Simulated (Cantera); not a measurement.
A Cantera script and its output.

```python
import numpy as np
import cantera as ct

gas = ct.Solution("gri30.yaml")
gas.TPX = 1575, 2500, {'C2H6': 1, 'N2': 59}
reactor = ct.IdealGasConstPressureReactor(gas, energy="off", clone=False)
net = ct.ReactorNet([reactor])
net.rtol, net.atol = 1e-08, 1e-18
show = ['C2H6', 'C2H4', 'C2H', 'H', 'H2', 'CH3']
times = np.geomspace(0.0001, 200, 9)

steps = ct.SolutionArray(gas, extra=["t"])
rows = []
print(f"{'t/s':>10s}{'T/K':>9s}{'P/Pa':>11s}" + "".join(f"{s:>11s}" for s in show))
for t in times:
    while net.time < t:
        t_next = net.step()
        steps.append(gas.state, t=t_next)
    rows.append([np.interp(t, steps.t, y) for y in (steps.T, steps.P, *steps(*show).X.T)])
    print(f"{t:10.3e}{rows[-1][0]:9.1f}{rows[-1][1]:11.4g}" + "".join(f"{x:11.3e}" for x in rows[-1][2:]))
rate = np.gradient(steps.T, steps.t)
print("integrator steps:", len(steps.t))
if steps.T.max() > steps.T[0] + 200:
    print(f"time of steepest temperature rise: {steps.t[rate.argmax()]:.4e} s")
gas.TPX = 1575, 2500, {'C2H6': 1, 'N2': 59}
gas.equilibrate("TP")
print(f"equilibrium (TP): T = {gas.T:.1f} K  " + "  ".join(f"{s} {gas[s].X[0]:.3e}" for s in show))
```

Output:

```
       t/s      T/K       P/Pa       C2H6       C2H4        C2H          H         H2        CH3
 1.000e-04   1575.0       2500  1.626e-02  8.580e-06  1.065e-15  4.972e-06  5.789e-06  7.585e-04
 6.132e-04   1575.0       2500  1.286e-02  1.554e-03  4.377e-09  1.704e-04  1.475e-03  3.589e-03
 3.761e-03   1575.0       2500  5.250e-04  7.286e-03  4.286e-07  4.334e-04  1.693e-02  2.042e-03
 2.306e-02   1575.0       2500  6.157e-06  1.020e-03  1.769e-07  1.181e-04  2.624e-02  2.756e-04
 1.414e-01   1575.0       2500  9.644e-07  4.658e-05  7.293e-08  4.756e-05  2.802e-02  9.353e-05
 8.672e-01   1575.0       2500  3.000e-07  1.350e-05  4.851e-08  3.193e-05  2.889e-02  4.969e-05
 5.318e+00   1575.0       2500  7.751e-08  4.508e-06  5.624e-08  3.780e-05  3.069e-02  2.578e-05
 3.261e+01   1575.0       2500  3.125e-09  1.874e-06  6.706e-08  4.570e-05  3.196e-02  5.316e-06
 2.000e+02   1575.0       2500  7.265e-11  1.791e-06  6.937e-08  4.739e-05  3.219e-02  8.033e-07
integrator steps: 1436
equilibrium (TP): T = 1575.0 K  C2H6 1.235e-12  C2H4 3.059e-07  C2H 1.187e-08  H 4.751e-05  H2 3.223e-02  CH3 8.902e-08
```

Model: GRI-Mech 3.0 (53 species, 325 reactions), integrated in Cantera. GRI-Mech 3.0 stops at C3 and has no aromatics, soot or wall deposition, so with more carbon than oxygen in the feed, carbon stays in small species such as C2H2 where larger ones or solid carbon would form. Radical loss at walls, strong at low pressure, is not modelled.
